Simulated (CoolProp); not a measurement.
The numbers come from the reference Helmholtz-energy equation of state, Wagner 2002 in CoolProp.

Give the vapour pressure (kPa), vapour density (kg/m³), enthalpy of vaporisation (kJ/kg), liquid cp (kJ/(kg K)) of saturated water at 291.65 °C.


```json
[
 {"T (°C)": "291.65", "p (kPa)": "7620", "vapour density (kg/m³)": "40.2", "enthalpy of vaporisation (kJ/kg)": "1470", "liquid cp (kJ/(kg K))": "5.53"}
]
```
